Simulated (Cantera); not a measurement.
An isothermal, constant-pressure homogeneous reactor starts with 25.4 % H2, 74.6 % O2, equivalence ratio 0.17, at 1200 K and 0.0247 atm.

Detailed kinetics in Cantera: the H2/O2 subset of GRI-Mech 3.0, which has no nitrogen chemistry. Radical loss at walls, strong at low pressure, is not modelled. The temperature is held fixed by assumption; the heat of reaction is taken as removed at once.

x: mole fraction; the columns are a selection and need not sum to one.

| t (s) | x H2 | x O2 | x H | x H2O2 | x H2O | x O | x OH |
|---|---|---|---|---|---|---|---|
| 1.00e-5 | 0.254 | 0.746 | 3.00e-9 | <1e-12 | 1.97e-10 | 4.54e-10 | 3.73e-10 |
| 2.90e-5 | 0.254 | 0.746 | 9.68e-9 | 5.29e-12 | 3.45e-9 | 3.22e-9 | 2.18e-9 |
| 8.42e-5 | 0.254 | 0.746 | 6.72e-8 | 4.46e-11 | 7.25e-8 | 3.25e-8 | 1.94e-8 |
| 0.000244 | 0.254 | 0.746 | 7.25e-6 | 4.29e-10 | 1.09e-5 | 3.72e-6 | 2.18e-6 |
| 0.000709 | ___ | 0.631 | ___ | ___ | ___ | ___ | ___ |
| 0.00206 | 0.0106 | 0.648 | 0.0512 | 8.15e-7 | 0.228 | 0.0518 | 0.0102 |
| 0.00597 | 0.00327 | 0.693 | 0.00733 | 1.03e-6 | 0.276 | 0.0143 | 0.00570 |
| 0.0173 | 0.000345 | 0.707 | 0.000234 | 5.84e-7 | 0.289 | 0.00146 | 0.00181 |
| 0.0503 | 3.66e-5 | 0.709 | 8.45e-6 | 2.01e-7 | 0.290 | 0.000160 | 0.000602 |
| 0.146 | ___ | 0.709 | ___ | ___ | 0.290 | ___ | ___ |
| 0.423 | 1.35e-6 | 0.709 | 6.68e-8 | 2.39e-8 | 0.291 | 6.34e-6 | 0.000120 |
| 1.23 | 3.66e-7 | 0.709 | 9.70e-9 | 8.47e-9 | 0.291 | 1.75e-6 | 6.31e-5 |
| 3.56 | 1.13e-7 | 0.709 | 1.68e-9 | 3.08e-9 | 0.291 | 5.45e-7 | 3.52e-5 |
| 10.3 | 4.27e-8 | 0.709 | 3.96e-10 | 1.32e-9 | 0.291 | 2.07e-7 | 2.17e-5 |
| 30.0 | 2.85e-8 | 0.709 | 2.16e-10 | 9.42e-10 | 0.291 | 1.37e-7 | 1.76e-5 |

Fill in the missing entries.


- 0.000709, x H2: 0.0361
- 0.000709, x H: 0.0944
- 0.000709, x H2O2: 9.56e-7
- 0.000709, x H2O: 0.164
- 0.000709, x O: 0.0594
- 0.000709, x OH: 0.0146
- 0.146, x H2: 5.99e-6
- 0.146, x H: 5.97e-7
- 0.146, x H2O2: 6.80e-8
- 0.146, x O: 2.73e-5
- 0.146, x OH: 0.000249
